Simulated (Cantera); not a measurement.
# Low-pressure radical oxidation in H2/O2

An isothermal, constant-pressure homogeneous reactor starts with H2 : O2 = 0.066 : 0.15 (molar parts), at 1248 K and 180 Pa.

Model: the H2/O2 subset of GRI-Mech 3.0, which has no nitrogen chemistry, integrated in Cantera. Radical loss at walls, strong at low pressure, is not modelled. The temperature is held fixed by assumption; the heat of reaction is taken as removed at once.

```json
[
 {"t (s)": "0.00100", "x H2": "0.306", "x O2": "0.694", "x O": "7.45e-8", "x H2O2": "1.56e-10", "x OH": "4.71e-8", "x H2O": "1.90e-7"},
 {"t (s)": "0.00239", "x H2": "0.306", "x O2": "0.694", "x O": "3.01e-6", "x H2O2": "8.83e-10", "x OH": "1.88e-6", "x H2O": "9.76e-6"},
 {"t (s)": "0.00572", "x H2": "0.248", "x O2": "0.665", "x O": "0.0123", "x H2O2": "1.94e-8", "x OH": "0.00702", "x H2O": "0.0403"},
 {"t (s)": "0.0137", "x H2": "0.0190", "x O2": "0.533", "x O": "0.0922", "x H2O2": "4.70e-8", "x OH": "0.0145", "x H2O": "0.219"},
 {"t (s)": "0.0327", "x H2": "0.0187", "x O2": "0.536", "x O": "0.0897", "x H2O2": "4.84e-8", "x OH": "0.0144", "x H2O": "0.223"},
 {"t (s)": "0.0782", "x H2": "0.0181", "x O2": "0.543", "x O": "0.0838", "x H2O2": "5.19e-8", "x OH": "0.0142", "x H2O": "0.233"},
 {"t (s)": "0.187", "x H2": "0.0162", "x O2": "0.559", "x O": "0.0706", "x H2O2": "6.00e-8", "x OH": "0.0137", "x H2O": "0.256"},
 {"t (s)": "0.447", "x H2": "0.0115", "x O2": "0.589", "x O": "0.0456", "x H2O2": "7.62e-8", "x OH": "0.0118", "x H2O": "0.297"},
 {"t (s)": "1.07", "x H2": "0.00438", "x O2": "0.622", "x O": "0.0159", "x H2O2": "8.54e-8", "x OH": "0.00748", "x H2O": "0.341"},
 {"t (s)": "2.56", "x H2": "0.000751", "x O2": "0.636", "x O": "0.00267", "x H2O2": "5.31e-8", "x OH": "0.00313", "x H2O": "0.357"},
 {"t (s)": "6.12", "x H2": "0.000113", "x O2": "0.639", "x O": "0.000399", "x H2O2": "2.17e-8", "x OH": "0.00122", "x H2O": "0.360"},
 {"t (s)": "14.6", "x H2": "2.28e-5", "x O2": "0.639", "x O": "8.10e-5", "x H2O2": "8.53e-9", "x OH": "0.000548", "x H2O": "0.360"},
 {"t (s)": "35.0", "x H2": "6.08e-6", "x O2": "0.639", "x O": "2.16e-5", "x H2O2": "3.49e-9", "x OH": "0.000283", "x H2O": "0.360"},
 {"t (s)": "83.6", "x H2": "1.94e-6", "x O2": "0.639", "x O": "6.90e-6", "x H2O2": "1.50e-9", "x OH": "0.000160", "x H2O": "0.361"},
 {"t (s)": "200", "x H2": "7.38e-7", "x O2": "0.639", "x O": "2.62e-6", "x H2O2": "7.21e-10", "x OH": "9.87e-5", "x H2O": "0.361"}
]
```
x: mole fraction; the columns are a selection and need not sum to one.

Equilibrium at this temperature and pressure: H2 3.55e-7, O2 0.639, O 1.26e-6, H2O2 4.43e-10, OH 6.85e-5, H2O 0.361 (gas phase only).
